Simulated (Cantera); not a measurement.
**Silicon nitride deposition: SiHCl₃ + N₂**

Input: 1 mol SiHCl₃, 19 mol N₂, equilibrated at 1200 K and 0.00690 bar.

Equilibrium computed with Cantera from the NASA thermochemical tables; the gas is ideal and each condensed phase is pure. Candidate condensed phases: NH₄Cl, Si, Si₃N₄; 28 gas species. N₂ is the only nitrogen source here; it is nearly inert below about 1500 K, so the nitride shown seldom forms there in practice. The tables' values for SiCl₃ are old estimates; treat these amounts as uncertain. Equilibrium is a limit: real reactors are often held back by kinetics, nucleation or transport.

```
Property                              Value
--------------------------------  ---------
x(N₂)                                 0.926
x(HCl)                               0.0450
x(SiCl₄)                             0.0247
x(H₂)                               0.00228
x(SiCl₃)                            0.00126
x(SiCl₂)                           0.000567
x(SiHCl₃)                           3.40e-5
x(Cl)                               1.94e-6
n(Si₃N₄(s))                       0.155 mol
gas amount                        20.18 mol
log10 activity of Si(s) (absent)      -3.57
```
